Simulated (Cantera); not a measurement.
A closed system holds: 1 mol Si, a varied amount of HBr, equilibrated at 525 K and 1.00 bar.

Cantera equilibrium calculation (NASA polynomials, part measured and part estimated; ideal gas, pure solids and liquids). Candidate condensed phases: Br₂, Si; 19 gas species. Kinetics and transport are ignored.

At 13 mol HBr, list the 3 most abundant gas species with their mole fractions, and the condensed phases.

HBr 0.750, H₂ 0.167, SiBr₄ 0.0833. Condensed: gas only.
